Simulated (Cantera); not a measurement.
What does this Cantera script print?

```python
import numpy as np
import cantera as ct

gas_names = """
    CL CL2 H HCL H2 Si SiCL SiCL2 SiCL3 SiCL4 SiH SiHCL3 SiH2 SiH2CL2 SiH3 SiH3CL SiH4 Si2 Si3
""".split()
cond_names = """
    Si(cr) Si(L)
""".split()


# ... load() reads the species with a 1 bar reference pressure and builds the phases ...
atoms = {
    'Si': {'Si': 1},
    'HCl': {'H': 1, 'CL': 1},
    'H2': {'H': 2},
}
top_T = {}  # K; cautious upper limits of use, not melting points


# ... equilibrate(T, P, feed) seeds the gas with the atoms and calls Mixture.equilibrate('TP', solver="vcs", rtol=1e-11, max_steps=5000) ...
results = []
feed = {'Si': 1, 'HCl': 30, 'H2': 0.83}  # mol
T = 1700  # K
P = 54  # Pa
mix = equilibrate(T, P, feed)
results.append((T, P, feed, dict(zip(mix.species_names, mix.species_moles))))
x = sorted(zip(gas.X, gas.species_names), reverse=True)
print(f"T = {T:g} K  P = {P:g} Pa  gas = {mix.phase_moles(0):.4g} mol")
print("   x: " + "  ".join(f"{s} {v:.3e}" for v, s in x if v > 1e-05))
print("   condensed (mol): " + ("  ".join(f"{mix.phase(i).name} {mix.phase_moles(i):.4g}"
      for i in range(1, mix.n_phases) if mix.phase_moles(i) > 1e-12) or "none"))
```

It prints:

```
T = 1700 K  P = 54 Pa  gas = 31.08 mol
   x: HCL 8.818e-01  H2 6.761e-02  SiCL2 3.002e-02  CL 1.672e-02  SiCL3 1.904e-03  H 1.649e-03  SiCL4 2.379e-04  SiCL 1.170e-05
   condensed (mol): none
```

Method: chemical equilibrium by Gibbs-energy minimisation in Cantera with the NASA 1993 tables (ideal gas, pure condensed phases). The tables' values for SiCl3, SiCl are old estimates; treat these amounts as uncertain.
